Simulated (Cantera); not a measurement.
An adiabatic, constant-volume homogeneous reactor starts with CH3OH : O2 : N2 = 2.1 : 4.41 : 52.9 (molar parts), equivalence ratio 0.71, at 1673 K and 1.00 bar.

Cantera simulation using GRI-Mech 3.0 (53 species, 325 reactions); the numbers are that mechanism's predictions, not measurements. GRI-Mech 3.0 was tuned for natural gas; its chemistry of methanol as a main component is partial and can be far from experiment.

Question: Predict: time of steepest temperature rise; temperature at 2.00 s; equilibrium temperature; x(O2) at 2.00 s; x(H2O2) at 2.00 s; x(H2O) at 2.00 s.

Answer: 
```json
{
  "time_of_steepest_temperature_rise": "97.6 µs",
  "temperature at 2.00 s": "2381 K",
  "equilibrium_temperature": "2381 K",
  "x(O2) at 2.00 s": "0.0189 (gas-phase equilibrium 0.0189)",
  "x(H2O2) at 2.00 s": "5.87e-8 (gas-phase equilibrium 5.87e-8)",
  "x(H2O) at 2.00 s": "0.0657 (gas-phase equilibrium 0.0657)"
}
```
